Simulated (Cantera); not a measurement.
Input: 1 mol HBr, 0.023 mol O₂, 16 mol H₂, 0.067 mol N₂, held at 80000 Pa.

These are equilibrium values from Cantera (NASA tables, ideal gas, pure condensed phases), not measurements of a reactor. Candidate condensed phases: Br₂, H₂O; 27 gas species. Rates play no part.

Task: At 1750 K, list the 4 most abundant gas species with their mole fractions, and the condensed phases.

Result: H₂ 0.935, HBr 0.0579, N₂ 0.00392, H₂O 0.00269. Condensed: gas only.
